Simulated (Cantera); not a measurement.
An adiabatic, constant-pressure homogeneous reactor starts with C₃H₈ : O₂ : N₂ = 1 : 11.1 : 41.8 (molar parts), equivalence ratio 0.45, at 1600 K and 760 Torr. Integrator tolerance rtol = 1e-08.

Computed with Cantera and GRI-Mech 3.0 (53 species, 325 reactions). GRI-Mech 3.0 was tuned for natural gas; its chemistry of propane as a main component is partial and can be far from experiment.

```tsv
quantity	before	after
time of steepest temperature rise	33.6 µs	30.2 µs
temperature at 4.00 s	2439 K	2393 K
equilibrium temperature	2439 K	2393 K
x(C₃H₈) at 4.00 s	<1e-12 (gas-phase equilibrium <1e-12)	<1e-12 (gas-phase equilibrium <1e-12)
x(O₂) at 4.00 s	0.102 (gas-phase equilibrium 0.102)	0.159 (gas-phase equilibrium 0.159)
x(O) at 4.00 s	0.00340 (gas-phase equilibrium 0.00340)	0.00333 (gas-phase equilibrium 0.00333)
x(HO₂) at 4.00 s	5.82e-6 (gas-phase equilibrium 5.82e-6)	6.93e-6 (gas-phase equilibrium 6.93e-6)
x(CH₃) at 4.00 s	<1e-12 (gas-phase equilibrium <1e-12)	<1e-12 (gas-phase equilibrium <1e-12)
```

### Question
Which change was made?
A. O2 11.1 to 15 parts
B. C3H8 1 to 0.52 parts
C. pressure from 760 Torr to 638 Torr
D. constant volume in place of constant pressure

### Answer
A, O2 11.1 to 15 parts
